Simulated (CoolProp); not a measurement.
Values from CoolProp's reference Helmholtz-energy equation of state, Lemmon 2006. It is a short technical equation, of lower accuracy than the large ones.

Question: For C3F8 (R218), give the phase and the Joule-Thomson coefficient (K/MPa), viscosity (µPa s) at 323.1 K and 5720 kPa; 334.6 K and 5720 kPa; 357.6 K and 5720 kPa.

Answer: 
- 323.1 K and 5720 kPa: liquid; Joule-Thomson coefficient 0.294, viscosity 145
- 334.6 K and 5720 kPa: liquid; Joule-Thomson coefficient 0.528, viscosity 123
- 357.6 K and 5720 kPa: supercritical; Joule-Thomson coefficient 1.45, viscosity 84.3

Viscosity comes from a separate model (Huber 2003), an estimate that may be off by 10 % or more.
